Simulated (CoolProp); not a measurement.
Vapour-liquid equilibrium of acetone (1) + benzene (2) at 1400 kPa; x and y are mole fractions of (1).

Computed with CoolProp (multi-fluid Helmholtz-energy mixture model, Lemmon 2006 and Thol 2012; pair parameters Bell 2016).

| x | bubble temperature (K) | y at the bubble point | dew temperature at overall composition x (K) | liquid density (mol/L) |
|---|---|---|---|---|
| 0.05 | 467.9 | 0.090 | 469.5 | 8.549 |
| 0.2 | ? | ? | 463.5 | 8.819 |
| 0.35 | 452.3 | 0.476 | 457.4 | 9.078 |
| 0.5 | 446.9 | 0.615 | 451.4 | 9.341 |
| 0.65 | 442.3 | 0.739 | 445.5 | ? |
| 0.8 | 438.3 | 0.853 | 440.1 | 9.910 |
| 0.95 | 434.8 | 0.964 | 435.3 | 10.23 |

Problem. What belongs in the gaps?

Solution. 
- 0.2, bubble temperature (K): 459.1
- 0.2, y at the bubble point: 0.307
- 0.65, liquid density (mol/L): 9.616

No azeotrope shows between x = 0.05 and 0.95.

The pair parameters rest on a limited set of measurements; away from them the model extrapolates.
